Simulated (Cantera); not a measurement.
A Cantera script and what it prints.

```python
import numpy as np
import cantera as ct

gas_names = """
    CL CL2 H HCL H2 N NH NH2 NH3 N2 N2H2 N2H4 Si SiCL SiCL2 SiCL3 SiCL4 SiH SiHCL3 SiH2 SiH2CL2 SiH3
    SiH3CL SiH4 SiN Si2 Si2N Si3
""".split()
cond_names = """
    NH4CL(a) NH4CL(b) Si(cr) Si(L) Si3N4(a)
""".split()


def load(file, names, dense=False):
    # The tables refer to 1 bar. Condensed volumes are neglected.
    table = {s.name: s for s in ct.Species.list_from_file(file)}
    out = []
    for n in names:
        d = dict(table[n].input_data)
        d["thermo"] = dict(d["thermo"], **{"reference-pressure": 1e5})
        if dense:
            d["equation-of-state"] = {"model": "constant-volume", "density": "1e6 g/cm^3"}
        out.append(ct.Species.from_dict(d))
    return out


gas = ct.Solution(thermo="ideal-gas", species=load("nasa_gas.yaml", gas_names))
cond = {s.name: ct.Solution(thermo="fixed-stoichiometry", species=[s], name=s.name)
        for s in load("nasa_condensed.yaml", cond_names, dense=True)}
atoms = {
    'SiCl4': {'Si': 1, 'CL': 4},
    'NH3': {'N': 1, 'H': 3},
    'N2': {'N': 2},
}
top_T = {'Si3N4(a)': 2400}  # K; cautious upper limits of use, not melting points


def equilibrate(T, P, feed):
    n = {}
    for name, mol in feed.items():
        for a, k in atoms[name].items():
            n[a] = n.get(a, 0.0) + k * mol
    gas.TPX = T, P, n
    mass = sum(n.values()) * gas.mean_molecular_weight
    gas.equilibrate("TP")
    valid = [c for c in cond.values() if c.min_temp <= T <= top_T.get(c.name, c.max_temp)]
    mix = ct.Mixture([(gas, mass / gas.mean_molecular_weight)] + [(c, 0.0) for c in valid])
    mix.T, mix.P = T, P
    mix.equilibrate("TP", solver="vcs", rtol=1e-11, max_steps=5000)
    return mix


results = []
feed = {'SiCl4': 1, 'NH3': 1.4, 'N2': 10}  # mol
T = 950  # K
P = 53000  # Pa
mix = equilibrate(T, P, feed)
results.append((T, P, feed, dict(zip(mix.species_names, mix.species_moles))))
x = sorted(zip(gas.X, gas.species_names), reverse=True)
print(f"T = {T:g} K  P = {P:g} Pa  gas = {mix.phase_moles(0):.4g} mol")
print("   x: " + "  ".join(f"{s} {v:.3e}" for v, s in x if v > 0.001))
print("   condensed (mol): " + ("  ".join(f"{mix.phase(i).name} {mix.phase_moles(i):.4g}"
      for i in range(1, mix.n_phases) if mix.phase_moles(i) > 1e-12) or "none"))
```

Result:

```
T = 950 K  P = 53000 Pa  gas = 13.98 mol
   x: N2 7.405e-01  HCL 1.507e-01  H2 7.486e-02  SiCL4 3.382e-02
   condensed (mol): Si3N4(a) 0.1754
```

Equilibrium computed with Cantera from the NASA thermochemical tables; the gas is ideal and each condensed phase is pure.
